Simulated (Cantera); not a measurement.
**Catalytic stagnation flow on Pt**

A jet of CH4 : O2 : N2 = 0.013 : 0.091 : 0.79 (molar parts), equivalence ratio 0.29 at 300 K and 30.8 Torr hits a platinum plate 2.7 cm away at a mass flux of 0.027 kg/m²/s; the plate temperature is set and raised in steps from an oxygen-covered start.

Model: Deutschmann's 1995 Pt surface mechanism with GRI-Mech 3.0 gas chemistry, integrated in Cantera. Catalytic surfaces can have several steady states; this one follows from the mechanism file's or the stated starting coverage.

| plate T (K) | wall x CH4 | wall x O2 | wall x H2O | wall x OH | wall x CO | wall x CO2 | θ free Pt | θ O* |
|---|---|---|---|---|---|---|---|---|
| 850 | 0.0122 | 0.0967 | 0.00445 | <1e-8 | 3.66e-6 | 0.00289 | 0.179 | 0.820 |
| 900 | 0.0104 | 0.0930 | 0.00774 | 2.37e-8 | 4.48e-6 | 0.00504 | 0.249 | 0.751 |
| 950 | 0.00858 | 0.0891 | 0.0111 | 7.79e-8 | 5.12e-6 | 0.00724 | 0.322 | 0.678 |
| 1000 | 0.00699 | 0.0858 | 0.0140 | 2.16e-7 | 5.69e-6 | 0.00917 | 0.396 | 0.604 |
| 1050 | 0.00573 | 0.0831 | 0.0163 | 5.29e-7 | 6.28e-6 | 0.0107 | 0.468 | 0.532 |
| 1100 | 0.00476 | 0.0811 | 0.0181 | 1.16e-6 | 6.97e-6 | 0.0118 | 0.537 | 0.462 |
| 1150 | 0.00405 | 0.0796 | 0.0193 | 2.35e-6 | 7.87e-6 | 0.0127 | 0.602 | 0.397 |
| 1200 | 0.00351 | 0.0785 | 0.0203 | 4.41e-6 | 9.06e-6 | 0.0133 | 0.662 | 0.337 |
x: mole fraction at the wall; θ: surface coverage.
